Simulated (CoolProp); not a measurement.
Vapour-liquid equilibrium of CH2F2 (R32) (1) + fluoroethane (R161) (2) at 21.35 °C; x and y are mole fractions of (1).

Computed with CoolProp (multi-fluid Helmholtz-energy mixture model, Tillner-Roth 1997 and Wu 2012; pair parameters Bell 2016).

```tsv
x	bubble pressure, mixture model (bar)	bubble pressure, Raoult's law (bar)	y, mixture model	y, Raoult's law
0.05	8.789	8.704	0.088	0.088
0.15	9.595	9.399	0.237	0.244
0.25	10.34	10.09	0.361	0.379
0.35	…	10.79	0.469	0.497
0.45	…	11.48	0.566	0.600
0.55	…	12.18	0.655	0.691
0.65	…	12.87	0.739	0.773
0.75	13.68	13.57	0.818	0.846
0.85	14.33	14.26	0.893	0.912
0.95	14.98	14.96	…	0.972
```

Question: Fill in the missing entries.

Answer: 
- 0.35, bubble pressure, mixture model (bar): 11.05
- 0.45, bubble pressure, mixture model (bar): 11.73
- 0.55, bubble pressure, mixture model (bar): 12.39
- 0.65, bubble pressure, mixture model (bar): 13.04
- 0.95, y, mixture model: 0.965

The largest gap from Raoult's law is +2.5 % in bubble pressure, at x = 0.25. No azeotrope shows between x = 0.05 and 0.95.

Pair parameters are fitted to limited data, so mixtures are less certain than the pure fluids.
